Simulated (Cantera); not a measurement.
Feed: 1 mol SiHCl₃, 0.044 mol HCl, a varied amount of H₂, held at 977 °C and 400 Pa.

Method: chemical equilibrium by Gibbs-energy minimisation in Cantera with the NASA 1993 tables (ideal gas, pure condensed phases). Candidate condensed phases: Si; 19 gas species. The tables' values for SiCl₃ are old estimates; treat these amounts as uncertain. Kinetics and transport are ignored.

x: gas mole fraction; n: condensed amount in mol.

| n(H₂) (mol) | x H₂ | x HCl | x SiCl₂ | x SiCl₃ | x SiCl₄ | n Si(s) |
|---|---|---|---|---|---|---|
| 15 | 0.866 | 0.0989 | 0.0284 | 0.00333 | 0.00279 | (withheld) |
| 29 | 0.918 | 0.0674 | 0.0125 | 0.000966 | 0.000536 | (withheld) |
| 58 | 0.954 | 0.0409 | 0.00440 | 0.000203 | 6.69e-5 | (withheld) |
| 120 | 0.976 | 0.0222 | 0.00128 | 3.16e-5 | 5.62e-6 | (withheld) |
| 240 | 0.988 | 0.0118 | 0.000357 | 4.69e-6 | 4.41e-7 | 0.912 |
| 470 | 0.994 | 0.00625 | 9.88e-5 | 6.83e-7 | 3.38e-8 | 0.953 |
| 950 | 0.997 | 0.00315 | 2.50e-5 | 8.68e-8 | 2.16e-9 | 0.976 |

Task: What belongs in the gaps?

Result: 
- 15, n Si(s): 0.399
- 29, n Si(s): 0.559
- 58, n Si(s): 0.716
- 120, n Si(s): 0.839
